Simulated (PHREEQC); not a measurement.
A column of 1 m (30 cells, dispersivity 0.05 m, 720 s a shift, diffusion coefficient 3e-10 m²/s) holds 0.0019 eq of the database's cation exchanger X per kg of pore water, first in equilibrium with 0.0011 mol MgCl2, 0.006 mol LiCl, 0.00087 mol Na2SO4 and 1e-05 mol HCl per kg of water. It is flushed with 0.0013 mol Na2SO4 and 1e-05 mol HCl per kg of water, at 40 °C. Values are for the last cell. No CO2 enters from the air. Nothing may precipitate in this run.

Base run: PHREEQC, ion-association model, phreeqc.dat. Each further column changes one thing. The table gives Li in solution (mol/kgw).

```csv
pore volumes,base,exchange capacity from 0.0019 to 0.00095 eq/kgw,dispersivity from 0.05 to 0.1 m
0,0.00600,0.00600,0.00600
0.4167,0.00598,0.00598,0.00584
0.95,0.00314,0.00308,0.00288
1.35,0.000911,0.000850,…
1.75,0.000207,…,…
2.283,2.50e-5,1.87e-5,0.000114
2.683,4.87e-6,3.27e-6,4.16e-5
3.083,9.37e-7,5.60e-7,1.53e-5
3.617,1.03e-7,5.27e-8,4.07e-6
4.017,1.99e-8,8.94e-9,…
```

Question: Fill in the missing entries.

Answer: 
- 1.35, dispersivity from 0.05 to 0.1 m: 0.00117
- 1.75, exchange capacity from 0.0019 to 0.00095 eq/kgw: 0.000177
- 1.75, dispersivity from 0.05 to 0.1 m: 0.000435
- 4.017, dispersivity from 0.05 to 0.1 m: 1.52e-6

At this temperature some constants are extrapolated from 25 °C, and those without enthalpy data are left unchanged.
